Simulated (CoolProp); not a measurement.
A single-stage vapour-compression cycle with R1336mzz(E): evaporating at 254.15 K (dew point), condensing at 291.15 K (bubble point), superheat 8 K, subcooling 2 K, compressor efficiency 0.9, no pressure losses. Each further row changes one setting.

Values from CoolProp's reference Helmholtz-energy equation of state, Akasaka 2023.

```csv
case,cooling COP,pressure ratio,discharge temperature (K),refrigerating effect (kJ/kg),volumetric capacity (kJ/m³)
as stated,5.32,5.09,296.1,130,295
evaporating temperature 259.15 K,6.44,3.95,296.1,134,385
condensing temperature 286.15 K,6.33,4.21,291.9,137,309
subcooling 7 K,5.57,5.09,296.1,137,308
superheat 18 K,5.42,5.09,306.6,138,300
compressor efficiency 0.8,4.73,5.09,299.8,130,295
```
